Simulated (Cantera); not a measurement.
## Thermodynamics of nitride etching, feed BN + NF3 + H2 + Cl2

Feed: 1 mol BN, 9.8 mol NF3, 1.2 mol H2, 0.57 mol Cl2, equilibrated at 1648.15 K and 17.0 mbar.

Cantera equilibrium calculation (NASA polynomials, part measured and part estimated; ideal gas, pure solids and liquids). Candidate condensed phases: B, BN, NH4Cl; 40 gas species. Equilibrium is a limit: real reactors are often held back by kinetics, nucleation or transport.

```
Quantity                             Value
-------------------------------  ---------
x(F)                                 0.702
x(N2)                                0.162
x(HF)                               0.0720
x(BF3)                              0.0300
x(ClF)                              0.0181
x(Cl)                               0.0157
x(F2)                             0.000337
x(Cl2)                            0.000200
gas amount                       33.32 mol
log10 activity of B(s) (absent)     -28.21
```
